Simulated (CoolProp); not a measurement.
Vapour-liquid equilibrium of C3F8 (R218) (1) + R134a (2) at 241.9 K; x and y are mole fractions of (1).

Model: multi-fluid Helmholtz-energy mixture model, Lemmon 2006 and Tillner-Roth 1994; pair parameters Bell 2016, in CoolProp.

**Question.** Give the bubble pressure and the first vapour's composition at x = 0.05, 0.5, 0.95. Is there an azeotrope?

**Answer.** x = 0.05: 0.1009 MPa, y = 0.241; x = 0.5: 0.1523 MPa, y = 0.611; x = 0.95: 0.1387 MPa, y = 0.893. y crosses x between x = 0.65 and 0.8: the model has an azeotrope there.

The pair parameters rest on a limited set of measurements; away from them the model extrapolates. With so large a gap from Raoult's law the liquid may split in two, which this calculation doesn't test in full.
